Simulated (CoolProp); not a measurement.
500 sccm (0 °C, 1 atm) of nitrogen bubbles through liquid toluene at 275.6 K and leaves saturated at a total pressure of 0.0302 MPa (ideal gas phase). Each further row changes one setting.

The numbers come from the reference Helmholtz-energy equation of state, Lemmon 2006 in CoolProp. It is a short technical equation, of lower accuracy than the large ones.

| case | vapour pressure (kPa) | mole fraction of vapour | delivery (mg/min) | delivery (sccm) | change of delivery for a bath 1 K warmer (%) |
|---|---|---|---|---|---|
| as stated | 1.06 | 0.0350 | 74.5 | (withheld) | (withheld) |
| bath temperature 280.6 K | 1.43 | (withheld) | 102 | (withheld) | (withheld) |
| total pressure 0.0604 MPa | 1.06 | (withheld) | 36.6 | 8.90 | (withheld) |

Some entries are withheld; supply them.


- as stated, delivery (sccm): 18.1
- as stated, change of delivery for a bath 1 K warmer (%): 6.6
- bath temperature 280.6 K, mole fraction of vapour: 0.0475
- bath temperature 280.6 K, delivery (sccm): 24.9
- bath temperature 280.6 K, change of delivery for a bath 1 K warmer (%): 6.4
- total pressure 0.0604 MPa, mole fraction of vapour: 0.0175
- total pressure 0.0604 MPa, change of delivery for a bath 1 K warmer (%): 6.5
